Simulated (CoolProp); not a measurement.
Computed with CoolProp (reference Helmholtz-energy equation of state, Smukala 2000).

Task: For ethylene, give the phase and the Z, cp (kJ/(kg K)), cv (kJ/(kg K)), speed of sound (m/s) at 176.85 °C and 10.1 MPa; 176.85 °C and 20.2 MPa.

Result: 
- 176.85 °C and 10.1 MPa: supercritical; Z 0.881, cp 2.45, cv 1.82, speed of sound 380
- 176.85 °C and 20.2 MPa: supercritical; Z 0.850, cp 2.78, cv 1.86, speed of sound 423
